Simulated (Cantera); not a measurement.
Source: NASA polynomial tables (part measured, part estimated), evaluated in Cantera. Values are per mole of reaction as written; species without (g) are pure solids or liquids, kept so even where they would boil at 1 bar.

N2(g) → 2 N(g), with ΔH° = 945.4 kJ and ΔS° = 115.1 J/K at 300 K.

**Question.** How far is the shortcut ΔG° ≈ ΔH°(300 K) − T·ΔS°(300 K) from the full temperature-dependent value at 1798, 1898, 1998, 2098, 2198, 2298 K?

**Answer.** 
```tsv
T (K)	shortcut (kJ)	full (kJ)	difference (kJ)	difference in log10 K
1798	738.5	719.6	18.9	-0.55
1898	727.0	706.3	20.7	-0.57
1998	715.5	692.9	22.6	-0.59
2098	704.0	679.5	24.4	-0.61
2198	692.5	666.1	26.3	-0.63
2298	680.9	652.7	28.3	-0.64
```
The shortcut ignores the heat-capacity change of the reaction.
